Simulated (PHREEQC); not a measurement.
Dissolve 0.091 mol NH4HSO4 and 0.03 mol LiF per kg of water at 20 °C. Closed to the air; pH follows from the charge balance.

All values are PHREEQC results (ion-association model, wateq4f.dat), not measurements.

Precipitation was switched off in this run.

**Question.** What pH, ionic strength does the model give?

**Answer.** pH 1.65; ionic strength 0.176 mol/kgw.

**Question.** In which forms is S present?

**Answer.** SO4-2 46 %, HSO4- 38 %, NH4SO4- 14 %, LiSO4- 1.8 % of the S.

Species that the database lacks are ignored. wateq4f.dat counts part of the HF as a dimer, H2F2, which phreeqc.dat doesn't know; its constant is uncertain.
